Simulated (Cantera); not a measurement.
Charge: 1 mol Si, 0.028 mol H₂O, 20 mol H₂, at 1675 °C and 2.00 bar.

These are equilibrium values from Cantera (NASA tables, ideal gas, pure condensed phases), not measurements of a reactor. Candidate condensed phases: H₂O, Si, SiO₂; 18 gas species. Gases not in the tables: Si₂H₆ and higher silanes. Equilibrium is a limit: real reactors are often held back by kinetics, nucleation or transport.

Base state: H₂ 0.998, SiO 0.00139, H 0.000798, SiH₂ 7.82e-5, SiH 1.26e-5, Si 1.16e-5 (mole fractions); condensed: Si(l).

Q: What changes in the equilibrium state with this change: temperature from 1675 °C to 327 °C?

A: 
```json
[
 {"species": "H₂", "before": "0.998", "after": "1.00"},
 {"species": "SiO", "before": "0.00139", "after": "<1e-9"},
 {"species": "H", "before": "0.000798", "after": "<1e-9"},
 {"species": "SiH₂", "before": "7.82e-5", "after": "<1e-9"},
 {"species": "SiH", "before": "1.26e-5", "after": "<1e-9"},
 {"species": "Si", "before": "1.16e-5", "after": "<1e-9"},
 {"species": "Si(l), mol", "before": "0.970", "after": "0"},
 {"species": "Si(s), mol", "before": "0", "after": "0.986"},
 {"species": "SiO₂(α-quartz), mol", "before": "0", "after": "0.0140"}
]
```
